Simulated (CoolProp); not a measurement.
Vapour-liquid equilibrium of sulfur hexafluoride (1) + CH2F2 (R32) (2) at 245.8 K; x and y are mole fractions of (1).

The numbers come from the multi-fluid Helmholtz-energy mixture model, Guder 2009 and Tillner-Roth 1997; pair parameters Bell 2016 in CoolProp.

Problem. Give the bubble pressure and the first vapour's composition at x = 0.05, 0.275, 0.575. Is there an azeotrope?

Solution. x = 0.05: 4.797 bar, y = 0.368; x = 0.275: 7.118 bar, y = 0.599; x = 0.575: 7.264 bar, y = 0.619. y crosses x between x = 0.575 and 0.65: the model has an azeotrope there.

The pair parameters rest on a limited set of measurements; away from them the model extrapolates. With so large a gap from Raoult's law the liquid may split in two, which this calculation doesn't test in full.
